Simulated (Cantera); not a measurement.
# Gas-phase reforming

An isothermal, constant-pressure homogeneous reactor starts with CH₄ : H₂O = 1 : 0.46 (molar parts), at 1975 K and 210 Torr.

Detailed kinetics in Cantera: GRI-Mech 3.0 (53 species, 325 reactions). GRI-Mech 3.0 stops at C3 and has no aromatics, soot or wall deposition, so with more carbon than oxygen in the feed, carbon stays in small species such as C2H2 where larger ones or solid carbon would form.

```tsv
t (s)	x CH₄	x H₂O	x HO₂	x O	x CO	x CH₂CO	x C₂H₂
2.00e-5	0.671	0.313	<1e-12	9.25e-9	7.89e-7	7.03e-10	1.91e-5
5.37e-5	0.623	0.308	2.54e-12	4.42e-8	5.66e-5	2.33e-7	0.00129
0.000144	0.416	0.273	7.10e-12	7.61e-8	0.000879	2.74e-5	0.0383
0.000386	0.202	0.224	6.35e-12	4.43e-8	0.00279	0.000125	0.128
0.00104	0.0890	0.196	6.16e-12	3.65e-8	0.00681	0.000142	0.168
0.00278	0.0354	0.173	6.55e-12	3.70e-8	0.0162	0.000132	0.179
0.00746	0.0177	0.142	5.23e-12	3.59e-8	0.0376	0.000103	0.169
0.0200	0.0129	0.0945	2.26e-12	2.58e-8	0.0755	5.77e-5	0.144
0.0537	0.00845	0.0429	<1e-12	1.28e-8	0.120	2.10e-5	0.115
0.144	0.00404	0.00915	<1e-12	2.91e-9	0.150	3.93e-6	0.0961
0.386	0.00129	0.000275	<1e-12	8.91e-11	0.157	1.97e-7	0.0918
1.04	0.000971	3.36e-7	<1e-12	<1e-12	0.158	6.92e-8	0.0918
2.78	0.000971	3.06e-7	<1e-12	<1e-12	0.158	6.92e-8	0.0918
7.46	0.000971	3.06e-7	<1e-12	<1e-12	0.158	6.92e-8	0.0918
20.0	0.000971	3.06e-7	<1e-12	<1e-12	0.158	6.92e-8	0.0918
```
x: mole fraction; the columns are a selection and need not sum to one.

Equilibrium at this temperature and pressure: CH₄ 0.000971, H₂O 3.07e-7, HO₂ <1e-12, O <1e-12, CO 0.158, CH₂CO 6.92e-8, C₂H₂ 0.0918 (gas phase only).
